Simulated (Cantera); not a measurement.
A Cantera script and what it prints.

```python
import numpy as np
import cantera as ct

gas_names = """
    CL CL2 H HCL H2 N NH NH2 NH3 N2 N2H2 N2H4 Si SiCL SiCL2 SiCL3 SiCL4 SiH SiHCL3 SiH2 SiH2CL2 SiH3
    SiH3CL SiH4 SiN Si2 Si2N Si3
""".split()
cond_names = """
    NH4CL(a) NH4CL(b) Si(cr) Si(L) Si3N4(a)
""".split()


# ... load() reads the species with a 1 bar reference pressure and builds the phases ...
atoms = {
    'SiCl4': {'Si': 1, 'CL': 4},
    'HCl': {'H': 1, 'CL': 1},
    'N2': {'N': 2},
}
top_T = {'Si3N4(a)': 2400}  # K; cautious upper limits of use, not melting points


# ... equilibrate(T, P, feed) seeds the gas with the atoms and calls Mixture.equilibrate('TP', solver="vcs", rtol=1e-11, max_steps=5000) ...
results = []
T = 1100  # K
P = 190  # Pa
for m in [8.5, 12, 16, 21, 29, 39, 53, 72]:
    feed = {'SiCl4': 1, 'HCl': 0.031, 'N2': m}  # mol
    mix = equilibrate(T, P, feed)
    results.append((T, P, feed, dict(zip(mix.species_names, mix.species_moles))))

top = {s: max(r[3][s] / sum(r[3][g] for g in gas_names) for r in results) for s in gas_names}
cols = sorted((s for s in top if top[s] > 0.001), key=lambda s: -top[s])[:9]
seen = [c for c in cond_names if any(r[3].get(c, 0) > 1e-12 for r in results)]
print("log10 of partial pressures in bar; condensed amounts in mol")
print(f"{'n(N2)':>10s}" + "".join(f"{s[:9]:>10s}" for s in cols + seen))
for T, P, feed, n in results:
    ng = sum(n[g] for g in gas_names)
    print(f"{feed['N2']:10.4g}" + "".join(f"{np.log10(max(n[s] / ng * P / 1e5, 1e-99)):10.3f}" for s in cols)
          + "".join(f"{n.get(c, 0):10.4g}" for c in seen))
```

Output:

```
log10 of partial pressures in bar; condensed amounts in mol
     n(N2)        N2     SiCL4       HCL
       8.5    -2.771    -3.701    -5.209
        12    -2.757    -3.836    -5.345
        16    -2.748    -3.953    -5.461
        21    -2.742    -4.064    -5.573
        29    -2.736    -4.199    -5.707
        39    -2.733    -4.324    -5.832
        53    -2.730    -4.454    -5.963
        72    -2.727    -4.585    -6.093
```

These are equilibrium values from Cantera (NASA tables, ideal gas, pure condensed phases), not measurements of a reactor. The tables' values for SiCl3 are old estimates; treat these amounts as uncertain.
